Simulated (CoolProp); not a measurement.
Vapour-liquid equilibrium of hydrogen chloride (1) + propane (2) at 258 kPa; x and y are mole fractions of (1).

Model: multi-fluid Helmholtz-energy mixture model, Thol 2018 and Lemmon 2009; pair parameters Bell 2016, in CoolProp.

```json
[
 {"x": "0.05", "bubble temperature, mixture model (K)": "241.4", "bubble temperature, Raoult's law (K)": "248.3", "y, mixture model": "0.405", "y, Raoult's law": "0.247"},
 {"x": "0.2", "bubble temperature, mixture model (K)": "220.8", "bubble temperature, Raoult's law (K)": "234.8", "y, mixture model": "0.784", "y, Raoult's law": "0.630"},
 {"x": "0.35", "bubble temperature, mixture model (K)": "213.6", "bubble temperature, Raoult's law (K)": "226.0", "y, mixture model": "0.864", "y, Raoult's law": "0.797"},
 {"x": "0.5", "bubble temperature, mixture model (K)": "210.8", "bubble temperature, Raoult's law (K)": "219.6", "y, mixture model": "0.893", "y, Raoult's law": "0.885"},
 {"x": "0.65", "bubble temperature, mixture model (K)": "209.4", "bubble temperature, Raoult's law (K)": "214.6", "y, mixture model": "0.909", "y, Raoult's law": "0.937"},
 {"x": "0.8", "bubble temperature, mixture model (K)": "208.2", "bubble temperature, Raoult's law (K)": "210.7", "y, mixture model": "0.930", "y, Raoult's law": "0.971"},
 {"x": "0.95", "bubble temperature, mixture model (K)": "206.9", "bubble temperature, Raoult's law (K)": "207.4", "y, mixture model": "0.973", "y, Raoult's law": "0.994"}
]
```

The largest gap from Raoult's law is -14.0 K in bubble temperature, at x = 0.2. No azeotrope shows between x = 0.05 and 0.95.

Pair parameters are fitted to limited data, so mixtures are less certain than the pure fluids. With so large a gap from Raoult's law the liquid may split in two, which this calculation doesn't test in full.
